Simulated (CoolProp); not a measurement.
Vapour-liquid equilibrium of diethyl ether (1) + ethanol (2) at 356 K; x and y are mole fractions of (1).

The numbers come from the multi-fluid Helmholtz-energy mixture model, Thol 2014 and Schroeder 2014; pair parameters Bell 2016 in CoolProp.

Give the bubble pressure and the first vapour's composition at x = 0.5, 0.65, 0.95. Is there an azeotrope?

x = 0.5: 0.3407 MPa, y = 0.771; x = 0.65: 0.3721 MPa, y = 0.827; x = 0.95: 0.4253 MPa, y = 0.967. No azeotrope shows between x = 0.05 and 0.95.

Pair parameters are fitted to limited data, so mixtures are less certain than the pure fluids.
